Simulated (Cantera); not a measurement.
# Stirred combustor or abatement burner

A perfectly stirred reactor is fed with CH3OH : O2 : N2 = 1 : 1.25 : 4.7 (molar parts), equivalence ratio 1.2, at 5.00 bar; it is adiabatic with a 550 K inlet, and is followed from long to short residence time, starting on the burning branch (τ in s: 0.041, 0.019, 0.009, 0.0042, 0.002, 0.00094, 0.00044, 0.00021, 9.7e-05).

Model: GRI-Mech 3.0 (53 species, 325 reactions), integrated in Cantera. GRI-Mech 3.0 was tuned for natural gas; its chemistry of methanol as a main component is partial and can be far from experiment.

```json
[
 {"τ (s)": "0.041", "T (K)": "2323", "x CH3OH": "7.54e-7", "x O2": "0.000270", "x H2": "0.0217", "x C2H4": "6.41e-11", "x CH2O": "8.54e-7", "x NO": "0.000363", "x HCN": "2.33e-7"},
 {"τ (s)": "0.019", "T (K)": "2319", "x CH3OH": "1.43e-6", "x O2": "0.000390", "x H2": "0.0218", "x C2H4": "1.41e-10", "x CH2O": "1.58e-6", "x NO": "0.000346", "x HCN": "3.25e-7"},
 {"τ (s)": "0.0090", "T (K)": "2312", "x CH3OH": "2.54e-6", "x O2": "0.000597", "x H2": "0.0220", "x C2H4": "2.40e-10", "x CH2O": "2.74e-6", "x NO": "0.000320", "x HCN": "3.96e-7"},
 {"τ (s)": "0.0042", "T (K)": "2300", "x CH3OH": "4.42e-6", "x O2": "0.000953", "x H2": "0.0223", "x C2H4": "3.59e-10", "x CH2O": "4.64e-6", "x NO": "0.000283", "x HCN": "4.44e-7"},
 {"τ (s)": "0.0020", "T (K)": "2285", "x CH3OH": "7.43e-6", "x O2": "0.00151", "x H2": "0.0228", "x C2H4": "5.26e-10", "x CH2O": "7.64e-6", "x NO": "0.000239", "x HCN": "4.84e-7"},
 {"τ (s)": "0.00094", "T (K)": "2262", "x CH3OH": "1.25e-5", "x O2": "0.00237", "x H2": "0.0236", "x C2H4": "8.68e-10", "x CH2O": "1.26e-5", "x NO": "0.000193", "x HCN": "5.46e-7"},
 {"τ (s)": "0.00044", "T (K)": "2231", "x CH3OH": "2.12e-5", "x O2": "0.00362", "x H2": "0.0246", "x C2H4": "1.77e-9", "x CH2O": "2.10e-5", "x NO": "0.000154", "x HCN": "6.70e-7"},
 {"τ (s)": "0.00021", "T (K)": "2192", "x CH3OH": "3.61e-5", "x O2": "0.00527", "x H2": "0.0259", "x C2H4": "4.41e-9", "x CH2O": "3.50e-5", "x NO": "0.000122", "x HCN": "8.94e-7"},
 {"τ (s)": "9.7e-5", "T (K)": "2143", "x CH3OH": "6.51e-5", "x O2": "0.00758", "x H2": "0.0275", "x C2H4": "1.42e-8", "x CH2O": "6.15e-5", "x NO": "9.52e-5", "x HCN": "1.30e-6"}
]
```
x: mole fraction; the columns are a selection and need not sum to one.
